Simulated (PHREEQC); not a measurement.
A PHREEQC input (ion-association model, phreeqc.dat):

```
SOLUTION 1
  temp 20
  units mg/kgw
  pH 12.5
  pe 1.1
  Na 97.3
  K 204
  Ca 274
  Mg 43.6
  Cl 238
  S(6) 599 as SO4
  Alkalinity 451 as HCO3
  Zn 2.48
END
USE solution 1
EQUILIBRIUM_PHASES 1
  CO2(g) -3.4 10
END
```

It stops with these messages:

```
WARNING: Maximum iterations exceeded, 100
WARNING: Maximum iterations exceeded, 100
WARNING: The program has failed to converge to a numerical solution.
ERROR:           Alkalinity has not converged. Total: 7.391128e-03	Calculated: 2.691075e-02	Residual: -1.951962e-02
ERROR: Is non-carbonate alkalinity greater than total alkalinity?
ERROR:                   Ca has not converged. Total: 6.836327e-03	Calculated: 1.257570e-03	Residual: 5.578758e-03
ERROR:                   Cl has not converged. Total: 6.713113e-03	Calculated: 1.554893e-03	Residual: 5.158220e-03
ERROR:                    K has not converged. Total: 5.217124e-03	Calculated: 6.245979e-03	Residual: -1.028855e-03
ERROR:                   Mg has not converged. Total: 1.793353e-03	Calculated: 1.005630e-03	Residual: 7.877226e-04
ERROR:                   Na has not converged. Total: 4.232312e-03	Calculated: 5.007936e-03	Residual: -7.756239e-04
ERROR:                 S(6) has not converged. Total: 6.235426e-03	Calculated: 3.143984e-03	Residual: 3.091442e-03
ERROR:                   Zn has not converged. Total: 3.793789e-05	Calculated: 3.243340e-05	Residual: 5.504493e-06
ERROR:                   Mu Ionic strength has not converged. 	Residual: 4.038438e-03
ERROR:               A(H2O) Activity of water has not converged. 	Residual: 7.399696e-04
ERROR: Model failed to converge for initial solution  1.
```

Why does the run stop?

The fault: pH typed as 12.5 with the alkalinity kept. The line should read `pH 6.58` where the input has `pH 12.5`. With the mend the run ends at pH 8.84 and ionic strength 0.0335 mol/kgw.
